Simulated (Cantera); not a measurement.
A closed system holds: 1 mol Si, 0.59 mol F₂, 10 mol H₂, equilibrated at 1475 K and 1.00 Torr.

Method: chemical equilibrium by Gibbs-energy minimisation in Cantera with the NASA 1993 tables (ideal gas, pure condensed phases). Candidate condensed phases: Si; 25 gas species. The tables' values for SiF₃, SiF₂, SiF are old estimates; treat these amounts as uncertain. Rates play no part.

Problem. What is the equilibrium state?

Solution. 
```
Quantity        Value
----------  ---------
x(H₂)           0.959
x(SiF₃)        0.0136
x(SiF₄)        0.0115
x(SiF₂)       0.00955
x(HF)         0.00522
x(SiHF₃)     0.000861
x(H)         0.000348
x(SiH₂F₂)     2.96e-5
x(SiF)        1.69e-5
n(Si(s))    0.631 mol
gas amount  10.39 mol
```
